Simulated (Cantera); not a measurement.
A closed system holds: 1 mol C3H8, 0.034 mol CO2, equilibrated at 1448 K and 150 Torr.

Equilibrium computed with Cantera from the NASA thermochemical tables; the gas is ideal and each condensed phase is pure. Candidate condensed phases: C, C6H6, C7H8, C8H18, H2O; 110 gas species. Kinetics and transport are ignored.

Base state: H2 0.983, CO 0.0167, CH4 0.000644, H 2.04e-5 (mole fractions); condensed: C(graphite).

Task: What changes in the equilibrium state with this change: pressure from 150 Torr to 11300 Torr?

Result: 
```json
[
 {"species": "H2", "before": "0.983", "after": "0.938"},
 {"species": "CH4", "before": "0.000644", "after": "0.0441"},
 {"species": "CO", "before": "0.0167", "after": "0.0169"},
 {"species": "H2O", "before": "8.33e-6", "after": "0.000601"},
 {"species": "C2H4", "before": "4.48e-7", "after": "3.07e-5"},
 {"species": "H", "before": "2.04e-5", "after": "2.31e-6"},
 {"species": "C(graphite), mol", "before": "2.96", "after": "2.80"}
]
```
